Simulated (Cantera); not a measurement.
A Cantera script and what it prints.

```python
import numpy as np
import cantera as ct

gas_names = [...]  # 114 gases of nasa_gas.yaml made of C, Fe, H, O
cond_names = """
    C(gr) C6H6(L) C7H8(L) C8H18(L),n-octa Fe(a) Fe(c) Fe(d) Fe(L) FeC5O5(L) FeO(s) FeO(L) Fe(OH)2(s)
    Fe(OH)3(s) Fe2O3(s) Fe3O4(s) H2O(s) H2O(L)
""".split()


# ... load() reads the species with a 1 bar reference pressure and builds the phases ...
atoms = {
    'Fe2O3': {'Fe': 2, 'O': 3},
    'C': {'C': 1},
    'H2': {'H': 2},
}
top_T = {'C(gr)': 4500, 'Fe2O3(s)': 1830, 'Fe3O4(s)': 1870}  # K; cautious upper limits of use, not melting points


# ... equilibrate(T, P, feed) seeds the gas with the atoms and calls Mixture.equilibrate('TP', solver="vcs", rtol=1e-11, max_steps=5000) ...
results = []
feed = {'Fe2O3': 1, 'C': 4.5, 'H2': 0.12}  # mol
P = 10  # Pa
for T in [1998, 2048, 2098, 2148, 2198, 2248, 2298, 2348, 2398, 2448, 2498, 2548, 2598]:
    mix = equilibrate(T, P, feed)
    results.append((T, P, feed, dict(zip(mix.species_names, mix.species_moles))))

top = {s: max(r[3][s] / sum(r[3][g] for g in gas_names) for r in results) for s in gas_names}
cols = sorted((s for s in top if top[s] > 0.0001), key=lambda s: -top[s])[:8]
seen = [c for c in cond_names if any(r[3].get(c, 0) > 1e-12 for r in results)]
print("log10 of partial pressures in bar; condensed amounts in mol")
print(f"{'T/K':>10s}" + "".join(f"{s[:9]:>10s}" for s in cols + seen))
for T, P, feed, n in results:
    ng = sum(n[g] for g in gas_names)
    print(f"{T:10.4g}" + "".join(f"{np.log10(max(n[s] / ng * P / 1e5, 1e-99)):10.3f}" for s in cols)
          + "".join(f"{n.get(c, 0):10.4g}" for c in seen))
```

It prints:

```
log10 of partial pressures in bar; condensed amounts in mol
       T/K        CO        Fe         H        C3        H2         C        C2     C(gr)
      1998    -4.236    -4.412    -5.725   -10.579    -5.860   -10.535   -11.652       1.5
      2048    -4.237    -4.413    -5.624   -10.056    -5.948   -10.078   -11.126       1.5
      2098    -4.238    -4.415    -5.542    -9.559    -6.059    -9.643   -10.625       1.5
      2148    -4.239    -4.416    -5.478    -9.086    -6.195    -9.228   -10.148       1.5
      2198    -4.240    -4.416    -5.431    -8.635    -6.353    -8.832    -9.694     1.499
      2248    -4.241    -4.417    -5.398    -8.204    -6.528    -8.453    -9.259     1.499
      2298    -4.241    -4.418    -5.377    -7.793    -6.716    -8.092    -8.844     1.497
      2348    -4.242    -4.418    -5.363    -7.399    -6.909    -7.745    -8.447     1.492
      2398    -4.242    -4.419    -5.355    -7.023    -7.105    -7.414    -8.067     1.482
      2448    -4.243    -4.419    -5.350    -6.663    -7.299    -7.096    -7.702     1.459
      2498    -4.245    -4.421    -5.349    -6.317    -7.490    -6.791    -7.353      1.41
      2548    -4.248    -4.425    -5.350    -5.986    -7.681    -6.498    -7.017     1.306
      2598    -4.255    -4.431    -5.355    -5.667    -7.872    -6.216    -6.695     1.093
```

These are equilibrium values from Cantera (NASA tables, ideal gas, pure condensed phases), not measurements of a reactor.
